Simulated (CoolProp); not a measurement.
Aqueous ethanol as a coolant, at -6 °C, 1 atm.

Model: Melinder's fits for secondary coolants, in CoolProp.

| mass % | freezing point (°C) | Prandtl number | cp (kJ/(kg K)) | viscosity (mPa s) | conductivity (W/(m K)) |
|---|---|---|---|---|---|
| 16 | -8.1 | 60.0 | 4.427 | 6.27 | 0.463 |
| 22.5 | -13.2 | 81.3 | 4.332 | 8.07 | 0.430 |
| 29 | ? | 98.1 | 4.170 | 9.37 | 0.398 |
| 35.6 | -25.5 | 107 | 3.973 | 9.92 | ? |
| 42.1 | -31.4 | 108 | 3.780 | 9.74 | 0.341 |
| 48.7 | -36.6 | 103 | ? | 9.04 | 0.315 |
| 55.2 | -41.3 | 94.5 | 3.417 | 8.07 | 0.292 |

Q: Complete the blanks.

A: 
- 29, freezing point (°C): -19.2
- 35.6, conductivity (W/(m K)): 0.368
- 48.7, cp (kJ/(kg K)): 3.598
